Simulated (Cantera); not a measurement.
A perfectly stirred reactor is fed with NH3 : N2 = 1 : 1.1 (molar parts), at 0.109 atm; it is held at 2248 K, and followed from long to short residence time.

Model: the gas-phase N/H chemistry of the illustrative SiF4/NH3 mechanism in the Surface Chemkin manual (1991), integrated in Cantera. Walls and surfaces, which speed up NH3 decomposition in real reactors, are not modelled.

### Question
What does this change do: N2 1.1 to 0.13 parts?

### Answer
```csv
quantity,before,after
x(NH3) at τ = 0.790 s,0.0120,0.0173
x(H) at τ = 0.790 s,0.00242,0.00318
x(N) at τ = 0.790 s,6.06e-6,6.35e-6
x(N2H2) at τ = 0.790 s,1.61e-7,2.39e-7
x(NH) at τ = 0.790 s,2.28e-5,2.65e-5
x(NH3) at τ = 49.0 ms,0.156,0.250
x(H) at τ = 49.0 ms,0.000723,0.000943
x(N) at τ = 49.0 ms,5.11e-6,5.01e-6
x(N2H2) at τ = 49.0 ms,2.51e-6,4.15e-6
x(NH) at τ = 49.0 ms,4.92e-5,5.66e-5
```

### Question
What does this change do: pressure from 0.109 atm to 0.306 atm?

### Answer
```json
[
 {"quantity": "x(NH3) at τ = 0.790 s", "before": "0.0120", "after": "0.00324"},
 {"quantity": "x(H) at τ = 0.790 s", "before": "0.00242", "after": "0.00396"},
 {"quantity": "x(N) at τ = 0.790 s", "before": "6.06e-6", "after": "6.98e-6"},
 {"quantity": "x(N2H2) at τ = 0.790 s", "before": "1.61e-7", "after": "4.55e-8"},
 {"quantity": "x(NH) at τ = 0.790 s", "before": "2.28e-5", "after": "1.61e-5"},
 {"quantity": "x(NH3) at τ = 49.0 ms", "before": "0.156", "after": "0.0743"},
 {"quantity": "x(H) at τ = 49.0 ms", "before": "0.000723", "after": "0.00111"},
 {"quantity": "x(N) at τ = 49.0 ms", "before": "5.11e-6", "after": "5.10e-6"},
 {"quantity": "x(N2H2) at τ = 49.0 ms", "before": "2.51e-6", "after": "1.02e-6"},
 {"quantity": "x(NH) at τ = 49.0 ms", "before": "4.92e-5", "after": "3.77e-5"}
]
```
